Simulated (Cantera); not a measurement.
Feed: 1 mol SiH2Cl2, 620 mol H2, held at 2050 K and 100000 Pa.

Equilibrium computed with Cantera from the NASA thermochemical tables; the gas is ideal and each condensed phase is pure. Candidate condensed phases: Si; 19 gas species. Gases not in the tables: Si2H6 and higher silanes. Equilibrium is a limit: real reactors are often held back by kinetics, nucleation or transport.

Base state: H2 0.994, HCl 0.00315, H 0.00226, SiH2 0.000139, Si 7.73e-5, SiH 4.66e-5, SiCl2 2.26e-5 (mole fractions); condensed: Si(l).

What changes in the equilibrium state with this change: SiH2Cl2 replaced by SiCl4?


```tsv
species	before	after
H2	0.994	0.991
HCl	0.00315	0.00622
H	0.00226	0.00226
SiCl2	2.26e-5	8.84e-5
SiH2	0.000139	0.000139
SiCl	5.75e-6	1.14e-5
Cl	5.31e-6	1.05e-5
SiH	4.66e-5	4.66e-5
Si(l), mol	0.816	0.771
```
The tables' values for SiCl are old estimates; treat these amounts as uncertain.
